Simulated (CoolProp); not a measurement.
Vapour-liquid equilibrium of ethanol (1) + o-xylene (2) at 159 kPa; x and y are mole fractions of (1).

The numbers come from the multi-fluid Helmholtz-energy mixture model, Schroeder 2014 and Zhou 2012; pair parameters Bell 2016 in CoolProp.

| x | bubble temperature (°C) | y at the bubble point | dew temperature at overall composition x (°C) | liquid density (mol/L) |
|---|---|---|---|---|
| 0.05 | ? | 0.570 | ? | ? |
| 0.2 | 104.4 | 0.824 | ? | 8.388 |
| 0.35 | ? | 0.865 | 145.1 | 9.197 |
| 0.5 | 96.5 | 0.881 | 135.7 | ? |
| 0.65 | 94.9 | 0.898 | ? | 11.35 |
| 0.8 | ? | 0.925 | 107.7 | 12.90 |
| 0.95 | 91.0 | 0.975 | 91.9 | 14.91 |

What belongs in the gaps?


- 0.05, bubble temperature (°C): 130.6
- 0.05, dew temperature at overall composition x (°C): 160.1
- 0.05, liquid density (mol/L): 7.540
- 0.2, dew temperature at overall composition x (°C): 153.1
- 0.35, bubble temperature (°C): 98.7
- 0.5, liquid density (mol/L): 10.15
- 0.65, dew temperature at overall composition x (°C): 123.9
- 0.8, bubble temperature (°C): 93.0

No azeotrope shows between x = 0.05 and 0.95.

Pair parameters are fitted to limited data, so mixtures are less certain than the pure fluids. With so large a gap from Raoult's law the liquid may split in two, which this calculation doesn't test in full.
